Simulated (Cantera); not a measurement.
A closed system holds: 1 mol MgO, 1.4 mol NF3, 7 mol H2, at 1625 °C and 250 Pa.

Equilibrium computed with Cantera from the NASA thermochemical tables; the gas is ideal and each condensed phase is pure. Candidate condensed phases: H2O, Mg, MgF2, MgO, Mg(OH)2; 50 gas species. The numbers say what is thermodynamically allowed, not how fast it happens.

Base state: H2 0.469, HF 0.355, N2 0.0699, H2O 0.0475, MgF2 0.0296, Mg 0.0129, H 0.0107, MgF 0.00508 (mole fractions); condensed: MgO(s).

Problem. What changes in the equilibrium state with this change: temperature from 1625 °C to 750 °C?

Solution. 
```tsv
species	before	after
H2	0.469	0.557
HF	0.355	0.250
H2O	0.0475	0.114
Mg	0.0129	<1e-9
MgF2	0.0296	1.65e-8
H	0.0107	6.20e-8
N2	0.0699	0.0795
MgF	0.00508	<1e-9
OH	8.87e-5	<1e-9
MgOH	3.49e-5	<1e-9
MgO(s), mol	0.524	0
MgF2(s), mol	0	1.00
```

Problem. What changes in the equilibrium state with this change: pressure from 250 Pa to 3400 Pa?

Solution. 
```
species       before    after
-----------  -------  -------
H2             0.469    0.495
HF             0.355    0.354
N2            0.0699   0.0712
Mg            0.0129  0.00122
H2O           0.0475   0.0388
H             0.0107  0.00298
MgF2          0.0296   0.0359
OH           8.87e-5  1.91e-5
MgOH         3.49e-5  9.71e-6
MgO(s), mol    0.524    0.618
```

Problem. What changes in the equilibrium state with this change: MgO replaced by B2O3?

Solution. 
| species | before | after |
|---|---|---|
| H2 | 0.469 | 0.446 |
| HF | 0.355 | 0.224 |
| BOF | 0 | 0.162 |
| MgF2 | 0.0296 | 0 |
| HBO2 | 0 | 0.0203 |
| Mg | 0.0129 | 0 |
| H2O | 0.0475 | 0.0712 |
| N2 | 0.0699 | 0.0645 |
| H | 0.0107 | 0.0104 |
| MgF | 0.00508 | 0 |
| B2O3 | 0 | 0.000508 |
| HBO | 0 | 0.000485 |
| BO | 0 | 0.000182 |
| BF3 | 0 | 5.18e-5 |
| MgO(s), mol | 0.524 | 0 |
The tables' values for BF2 are old estimates; treat these amounts as uncertain. Further candidate phases: B, BN, B2O3, B3O3H3.
